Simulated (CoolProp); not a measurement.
n-butane at 380.39 K and 3.49 MPa flows at 0.51 m/s in a round tube of 10 mm bore and 45 µm roughness, fully developed (64/Re and Nu = 3.66 if laminar; Colebrook and Gnielinski if turbulent). Each further row changes one setting.

The numbers come from the reference Helmholtz-energy equation of state, Bücker 2006 in CoolProp.

| case | Reynolds number | Darcy friction factor | pressure drop (Pa/m) | heat-transfer coefficient (W/(m² K)) | mass flow (kg/h) |
|---|---|---|---|---|---|
| as stated | 30900 | 0.0324 | … | 1530 | … |
| velocity 1.02 m/s | 61900 | 0.0310 | 750 | 3000 | 134 |
| diameter 20 mm | 61900 | … | 80.4 | … | … |

Fill in the missing entries.


- as stated, pressure drop (Pa/m): 196
- as stated, mass flow (kg/h): 67.1
- diameter 20 mm, Darcy friction factor: 0.0266
- diameter 20 mm, heat-transfer coefficient (W/(m² K)): 1330
- diameter 20 mm, mass flow (kg/h): 268

Viscosity comes from a separate model (Vogel 1999). Thermal conductivity comes from a separate model (Perkins 2002).
